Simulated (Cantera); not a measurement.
## Catalytic combustion on Pt

An isothermal plug-flow reactor at 1075 K and 2330 Torr (inlet), inlet velocity 0.11 m/s, active area per volume 770 1/m; feed 0.695 % CH4, 9.34 % O2, 90.0 % N2, equivalence ratio 0.15.

Cantera simulation using Deutschmann's 1995 Pt surface mechanism with GRI-Mech 3.0 gas chemistry; the numbers are that mechanism's predictions, not measurements. Catalytic surfaces can have several steady states; this one follows from the mechanism file's or the stated starting coverage. Mass transfer to the wall is taken as infinitely fast.

```tsv
z (m)	x CH4	x O2	x H2O	x CO2	x CO	θ free Pt	θ O*	θ OH*
4.6e-05	0.00674	0.0930	0.000407	0.000199	4.27e-6	0.220	0.779	0.000566
7.6e-05	0.00661	0.0927	0.000666	0.000328	4.21e-6	0.220	0.779	0.000701
0.00013	0.00639	0.0923	0.00112	0.000555	4.07e-6	0.220	0.779	0.000889
0.00021	0.00606	0.0916	0.00177	0.000878	3.86e-6	0.221	0.778	0.00110
0.00035	0.00553	0.0906	0.00282	0.00140	3.53e-6	0.221	0.778	0.00138
0.00059	0.00472	0.0890	0.00443	0.00221	3.03e-6	0.222	0.777	0.00172
0.00099	0.00360	0.0868	0.00663	0.00330	2.35e-6	0.223	0.775	0.00210
0.0016	0.00237	0.0843	0.00905	0.00450	1.64e-6	0.224	0.774	0.00246
0.0027	0.00107	0.0818	0.0116	0.00574	1.06e-6	0.225	0.772	0.00278
0.0046	0.000260	0.0802	0.0132	0.00657	4.75e-7	0.225	0.772	0.00298
```
x: gas mole fraction; θ: surface coverage.
